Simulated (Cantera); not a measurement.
Charge: 1 mol Si₂Cl₆, 0.058 mol Cl₂, 86 mol N₂, held at 0.100 bar.

Cantera equilibrium calculation (NASA polynomials, part measured and part estimated; ideal gas, pure solids and liquids). Candidate condensed phases: Si, Si₃N₄; 13 gas species. The feed counts by its element totals alone. N₂ is the only nitrogen source here; it is nearly inert below about 1500 K, so the nitride shown seldom forms there in practice. Equilibrium is a limit: real reactors are often held back by kinetics, nucleation or transport.

What share of the Si ends up in condensed phases as a function of T (K), at 1275, 1300, 1325, 1350, 1375, 1400, 1425, 1450, 1475, 1500, 1525, 1550?


```tsv
T (K)	Si condensed (%)	as
1275	22.1	Si₃N₄(s)
1300	21.5	Si₃N₄(s)
1325	20.5	Si₃N₄(s)
1350	19.2	Si₃N₄(s)
1375	17.5	Si₃N₄(s)
1400	15.1	Si₃N₄(s)
1425	12.0	Si₃N₄(s)
1450	8.0	Si₃N₄(s)
1475	3.0	Si₃N₄(s)
1500	0.0	-
1525	0.0	-
1550	0.0	-
```
